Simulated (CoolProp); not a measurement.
Model: reference Helmholtz-energy equation of state, Guder 2009, in CoolProp.

Q: For sulfur hexafluoride, give the phase and the cv (kJ/(kg K)), Joule-Thomson coefficient (K/MPa) at 391.4 K and 362 kPa; 493.5 K and 3080 kPa; 385.9 K and 26.2 kPa.

A: 
- 391.4 K and 362 kPa: gas; cv 0.733, Joule-Thomson coefficient 4.56
- 493.5 K and 3080 kPa: gas; cv 0.825, Joule-Thomson coefficient 2.52
- 385.9 K and 26.2 kPa: gas; cv 0.726, Joule-Thomson coefficient 4.67
